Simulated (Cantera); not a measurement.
An isothermal plug-flow reactor at 700 K and 1.00 atm (inlet), inlet velocity 0.58 m/s, active area per volume 170 1/m; feed CO : O₂ : N₂ : H₂O = 0.01 : 0.03 : 0.79 : 0.0099 (molar parts), equivalence ratio 0.17.

Computed with Cantera and Deutschmann's 1995 Pt surface mechanism with GRI-Mech 3.0 gas chemistry. Catalytic surfaces can have several steady states; this one follows from the mechanism file's or the stated starting coverage. Mass transfer to the wall is taken as infinitely fast.

What does this change do: temperature 700 to 575 K?


```tsv
quantity	before	after
x(CO) at z = 0.077 m	0.000304	0.0116
x(O₂) at z = 0.077 m	0.0301	0.0356
x(H₂O) at z = 0.077 m	0.0119	0.0118
x(CO₂) at z = 0.077 m	0.0117	0.000272
θ(free Pt) at the exit	0.0145	0.00435
θ(O*) at the exit	0.983	0.00332
```
